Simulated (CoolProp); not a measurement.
Water along the isotherm 196.25 °C: density (kg/m³) from the reference equation and from simpler models built on Tc = 373.9 °C, pc = 22060 kPa, ω = 0.344; each cubic takes its own stable root.

Computed with CoolProp (reference Helmholtz-energy equation of state, Wagner 2002).

| p (kPa) | phase | reference |
|---|---|---|
| 34.9 | gas | 0.1614 |
| 54.3 | gas | 0.2514 |
| 84.6 | gas | 0.3923 |
| 132 | gas | 0.6136 |
| 205 | gas | 0.9568 |
| 319 | gas | 1.499 |
| 497 | gas | 2.359 |
| 774 | gas | 3.738 |
| 1210 | gas | 6.025 |
| 1880 | liquid | 869.3 |
| 2920 | liquid | 870.1 |
| 4550 | liquid | 871.3 |
| 7090 | liquid | 873.1 |
| 11000 | liquid | 875.9 |

Q: How far does each simpler model (van der Waals, Soave-Redlich-Kwong) lie from the reference over these 14 states: mean and median of the absolute difference, and the worst?

A: 
- van der Waals: mean 29.2 %, median 1.8 %, worst -98.9 % at 196.25 °C and 1880 kPa
- Soave-Redlich-Kwong: mean 10.2 %, median 0.8 %, worst -27.6 % at 196.25 °C and 11000 kPa

At some of these states van der Waals gives the other phase, because its saturation line lies elsewhere.
